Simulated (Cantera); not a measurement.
An adiabatic, constant-pressure homogeneous reactor starts with CO : H2 : O2 : N2 = 1 : 1.2 : 1.39 : 5.24 (molar parts), equivalence ratio 0.79, at 1325 K and 19.0 bar.

Computed with Cantera and GRI-Mech 3.0 (53 species, 325 reactions). The hydrogen kinetics of GRI-Mech 3.0 are dated; newer H2 mechanisms differ, most at raised pressure. The pressure lies above the range GRI-Mech 3.0 was tuned for (to about 10 atm).

One state of this run: T (K) = 2845; x CO = 0.0221; x H2 = 0.00419; x O2 = 0.0401; x NO = 0.0104; x H = 0.00143. x: mole fraction; the columns are a selection and need not sum to one.

### Question
Which value of t (s) does it belong to?
(A) 4.33e-6
(B) 0.000206
(C) 9.38e-6
(D) 2.00e-6

### Answer
B, 0.000206
